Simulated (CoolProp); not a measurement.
Vapour-liquid equilibrium of ethylene (1) + n-butane (2) at -73.65 °C; x and y are mole fractions of (1).

Model: multi-fluid Helmholtz-energy mixture model, Smukala 2000 and Bücker 2006; pair parameters Bell 2016, in CoolProp.

```json
[
 {"x": "0.05", "bubble pressure (MPa)": "0.03352", "y at the bubble point": "0.946", "dew pressure at overall composition x (MPa)": "0.001963", "liquid density (mol/L)": "11.86"},
 {"x": "0.15", "bubble pressure (MPa)": "0.07861", "y at the bubble point": "0.978", "dew pressure at overall composition x (MPa)": "0.002194", "liquid density (mol/L)": "12.40"},
 {"x": "0.25", "bubble pressure (MPa)": "0.1134", "y at the bubble point": "0.986", "dew pressure at overall composition x (MPa)": "0.002486", "liquid density (mol/L)": "12.98"},
 {"x": "0.35", "bubble pressure (MPa)": "0.1466", "y at the bubble point": "0.990", "dew pressure at overall composition x (MPa)": "0.002868", "liquid density (mol/L)": "13.61"},
 {"x": "0.45", "bubble pressure (MPa)": "0.1823", "y at the bubble point": "0.993", "dew pressure at overall composition x (MPa)": "0.003388", "liquid density (mol/L)": "14.28"},
 {"x": "0.55", "bubble pressure (MPa)": "0.2226", "y at the bubble point": "0.995", "dew pressure at overall composition x (MPa)": "0.004138", "liquid density (mol/L)": "15.00"},
 {"x": "0.65", "bubble pressure (MPa)": "0.2680", "y at the bubble point": "0.997", "dew pressure at overall composition x (MPa)": "0.005317", "liquid density (mol/L)": "15.77"},
 {"x": "0.75", "bubble pressure (MPa)": "0.3177", "y at the bubble point": "0.998", "dew pressure at overall composition x (MPa)": "0.007432", "liquid density (mol/L)": "16.57"},
 {"x": "0.85", "bubble pressure (MPa)": "0.3696", "y at the bubble point": "0.999", "dew pressure at overall composition x (MPa)": "0.01234", "liquid density (mol/L)": "17.40"},
 {"x": "0.95", "bubble pressure (MPa)": "0.4211", "y at the bubble point": "1.000", "dew pressure at overall composition x (MPa)": "0.03626", "liquid density (mol/L)": "18.22"}
]
```

No azeotrope shows between x = 0.05 and 0.95.

Pair parameters are fitted to limited data, so mixtures are less certain than the pure fluids. The gap from Raoult's law changes sign with composition, which may be real or a fault of the pair parameters; it wasn't checked against measurements.
